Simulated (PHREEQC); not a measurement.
Na2CO3 is added in steps, without added water, to 1 kg of water holding 8.8 mmol/kgw HBr and 0.65 mmol/kgw AlCl3, at 58 °C. O2 is buffered at 0.21 atm. No CO2 enters from the air. Only these solids could form: Al(OH)3(a), Halite.

Base run: PHREEQC, ion-association model, phreeqc.dat. Each further column changes one thing. The table gives Al(OH)4- (mol/kgw).

```
Na2CO3 added (mol)      base  temperature from 58 to 65 °C  AlCl3 from 0.00065 to 0.000325 mol/kgw  diluted 5-fold with water  no solid may form
------------------  --------  ----------------------------  --------------------------------------  -------------------------  -----------------
0                          0                             0                                       0                   2.56e-13                  0
0.002188            2.72e-14                      9.80e-14                                1.40e-14                   0.000129           2.72e-14
0.004812             4.37e-7                       5.56e-7                                 9.07e-7                   0.000130            7.56e-7
0.007                2.97e-5                       4.77e-5                                 5.13e-5                   0.000130           0.000472
0.009187            0.000150                      0.000230                                0.000310                   0.000130           0.000619
0.01181             0.000649                      0.000649                                0.000325                   0.000130           0.000649
0.014               0.000650                      0.000650                                0.000325                   0.000130           0.000650
```

At this temperature some constants are extrapolated from 25 °C, and those without enthalpy data are left unchanged. In at least one series the solution becomes supersaturated in solids that the run did not let form, among them Al(OH)3(a).
